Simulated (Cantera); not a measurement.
Diamond growth

A diamond (100) surface in a fixed gas of H2 with x(CH4) = 0.0066, x(CH3) = 0.00053, at 1223 K, 11.3 Torr; coverages are run to steady state.

Cantera simulation using the Harris–Goodwin 1993 mechanism for the reconstructed diamond (100) surface; the numbers are that mechanism's predictions, not measurements.

```tsv
x(H)	growth (µm/h)	θ c6HH	θ c6H*	θ c6*H	θ c6**	θ c6HM
0.0001	0.0572	0.623	0.0276	0.338	0.00425	0.000826
0.00022	0.161	0.536	0.0337	0.413	0.00908	0.00109
0.00048	0.333	0.481	0.0374	0.458	0.0157	0.00135
0.001	0.544	0.451	0.0392	0.480	0.0222	0.00154
0.0023	0.835	0.435	0.0402	0.492	0.0280	0.00168
0.005	1.23	0.427	0.0406	0.497	0.0313	0.00171
0.011	1.89	0.423	0.0408	0.499	0.0331	0.00162
0.024	2.97	0.422	0.0409	0.500	0.0340	0.00140
0.052	4.48	0.421	0.0411	0.501	0.0345	0.00108
```
θ: site fractions in the mechanism's names (c6HH fully hydrogenated, c6H* and c6*H radical sites, c6** diradical, c6HM methylated).
